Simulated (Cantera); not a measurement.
**Thermodynamics of fluorocarbon and chlorocarbon gases, feed C2F6 + HCl**

Charge: 1 mol C2F6, a varied amount of HCl, held at 1452 °C and 1.90 Pa.

Equilibrium computed with Cantera from the NASA thermochemical tables; the gas is ideal and each condensed phase is pure. Candidate condensed phases: C, C6H6, C7H8, C8H18; 118 gas species. The feed counts by its element totals alone. Gases not in the tables: C2F6 and larger saturated fluorocarbons. The numbers say what is thermodynamically allowed, not how fast it happens.

```tsv
n(HCl) (mol)	x CF4	x F	x HF	x Cl	x CF2	x CF3	x CF	n C(graphite)
0.043	0.640	0.168	0.0219	0.0218	0.144	0.00363	0.000160	0.449
0.056	0.629	0.168	0.0281	0.0281	0.143	0.00358	0.000159	0.453
0.074	0.615	0.167	0.0365	0.0365	0.142	0.00352	0.000158	0.457
0.098	0.597	0.165	0.0472	0.0472	0.139	0.00344	0.000157	0.464
0.13	0.574	0.164	0.0608	0.0608	0.137	0.00334	0.000156	0.472
0.17	0.548	0.162	0.0767	0.0767	0.134	0.00323	0.000154	0.482
0.22	0.517	0.160	0.0951	0.0950	0.130	0.00309	0.000152	0.495
0.3	0.474	0.156	0.121	0.121	0.124	0.00289	0.000148	0.516
0.39	0.431	0.152	0.148	0.147	0.119	0.00270	0.000145	0.540
```
x: gas mole fraction; n: condensed amount in mol.

From 0.043 mol HCl to 0.39 mol HCl the condensed part is C(graphite). The main C-bearing gas is CF4 throughout. The share of C in condensed phases is highest at 0.39 mol HCl (27.0 %) and lowest at 0.043 mol HCl (22.5 %).
